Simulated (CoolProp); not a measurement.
Saturation properties of carbonyl sulfide (Tc = 378.8 K, pc = 6369 kPa, ω = 0.098).

Computed with CoolProp (reference Helmholtz-energy equation of state, Lemmon 2006). It is a short technical equation, of lower accuracy than the large ones.

```csv
T (K),p (kPa),liquid density (kg/m³),vapour density (kg/m³),enthalpy of vaporisation (kJ/kg),surface tension (mN/m)
234,164.3,1150,5.285,301.4,[?]
237.5,189.6,1143,6.035,298.9,18.1
241,[?],1135,6.864,296.3,17.5
244.5,249.1,1127,7.777,293.7,16.8
247.9,282.7,1119,8.750,291.2,16.2
251.4,[?],1111,[?],288.5,15.6
254.9,362.6,1103,11.04,285.7,15.0
258.4,408.4,1095,12.35,[?],14.4
261.9,458.4,1086,13.76,280.0,13.9
265.4,[?],1078,15.30,277.1,13.3
268.8,570.1,1069,16.92,274.1,12.7
272.3,634.0,[?],18.73,271.0,[?]
```

Q: Complete the blanks.

A: 
- 234, surface tension (mN/m): 18.7
- 241, p (kPa): 217.8
- 251.4, p (kPa): 320.8
- 251.4, vapour density (kg/m³): 9.845
- 258.4, enthalpy of vaporisation (kJ/kg): 282.9
- 265.4, p (kPa): 512.8
- 272.3, liquid density (kg/m³): 1060
- 272.3, surface tension (mN/m): 12.2

It boils at 223.0 K under 1 atm.

Surface tension comes from a separate correlation (Mulero 2012).
